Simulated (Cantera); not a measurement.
Cantera run:

```python
import numpy as np
import cantera as ct

gas_names = [...]  # 151 gases of nasa_gas.yaml made of C, H, N, O, Si
cond_names = """
    C(gr) C6H6(L) C7H8(L) C8H18(L),n-octa H2O(s) H2O(L) Si(cr) Si(L) SiC(b) SiO2(Lqz) SiO2(hqz) SiO2(L)
    Si2N2O(s) Si3N4(a)
""".split()


# ... load() reads the species with a 1 bar reference pressure and builds the phases ...
atoms = {
    'SiH4': {'Si': 1, 'H': 4},
    'NO': {'N': 1, 'O': 1},
    'N2': {'N': 2},
    'CO2': {'C': 1, 'O': 2},
}
top_T = {'C(gr)': 4500, 'SiC(b)': 3050, 'Si2N2O(s)': 2100, 'Si3N4(a)': 2400}  # K; cautious upper limits of use, not melting points


# ... equilibrate(T, P, feed) seeds the gas with the atoms and calls Mixture.equilibrate('TP', solver="vcs", rtol=1e-11, max_steps=5000) ...
results = []
feed = {'SiH4': 1, 'NO': 29, 'N2': 9, 'CO2': 6.1}  # mol
P = 26000  # Pa
for T in [573, 623, 673, 723, 773, 823, 873, 923, 973, 1023]:
    mix = equilibrate(T, P, feed)
    results.append((T, P, feed, dict(zip(mix.species_names, mix.species_moles))))
    x = sorted(zip(gas.X, gas.species_names), reverse=True)
    print(f"T = {T:g} K  P = {P:g} Pa  gas = {mix.phase_moles(0):.4g} mol")
    print("   x: " + "  ".join(f"{s} {v:.3e}" for v, s in x if v > 1e-05))
    print("   condensed (mol): " + ("  ".join(f"{mix.phase(i).name} {mix.phase_moles(i):.4g}"
          for i in range(1, mix.n_phases) if mix.phase_moles(i) > 1e-12) or "none"))
```

Output:

```
T = 573 K  P = 26000 Pa  gas = 44.1 mol
   x: N2 5.329e-01  O2 2.834e-01  CO2 1.383e-01  H2O 4.535e-02
   condensed (mol): SiO2(Lqz) 1
T = 623 K  P = 26000 Pa  gas = 44.1 mol
   x: N2 5.329e-01  O2 2.834e-01  CO2 1.383e-01  H2O 4.535e-02
   condensed (mol): SiO2(Lqz) 1
T = 673 K  P = 26000 Pa  gas = 44.1 mol
   x: N2 5.329e-01  O2 2.834e-01  CO2 1.383e-01  H2O 4.535e-02
   condensed (mol): SiO2(Lqz) 1
T = 723 K  P = 26000 Pa  gas = 44.1 mol
   x: N2 5.329e-01  O2 2.834e-01  CO2 1.383e-01  H2O 4.535e-02
   condensed (mol): SiO2(Lqz) 1
T = 773 K  P = 26000 Pa  gas = 44.1 mol
   x: N2 5.329e-01  O2 2.834e-01  CO2 1.383e-01  H2O 4.535e-02
   condensed (mol): SiO2(Lqz) 1
T = 823 K  P = 26000 Pa  gas = 44.1 mol
   x: N2 5.329e-01  O2 2.834e-01  CO2 1.383e-01  H2O 4.535e-02
   condensed (mol): SiO2(Lqz) 1
T = 873 K  P = 26000 Pa  gas = 44.1 mol
   x: N2 5.329e-01  O2 2.834e-01  CO2 1.383e-01  H2O 4.535e-02
   condensed (mol): SiO2(hqz) 1
T = 923 K  P = 26000 Pa  gas = 44.1 mol
   x: N2 5.329e-01  O2 2.834e-01  CO2 1.383e-01  H2O 4.535e-02  NO 1.194e-05
   condensed (mol): SiO2(hqz) 1
T = 973 K  P = 26000 Pa  gas = 44.1 mol
   x: N2 5.329e-01  O2 2.834e-01  CO2 1.383e-01  H2O 4.535e-02  NO 2.203e-05
   condensed (mol): SiO2(hqz) 1
T = 1023 K  P = 26000 Pa  gas = 44.1 mol
   x: N2 5.329e-01  O2 2.834e-01  CO2 1.383e-01  H2O 4.535e-02  NO 3.827e-05
   condensed (mol): SiO2(hqz) 1
```

Cantera equilibrium calculation (NASA polynomials, part measured and part estimated; ideal gas, pure solids and liquids).
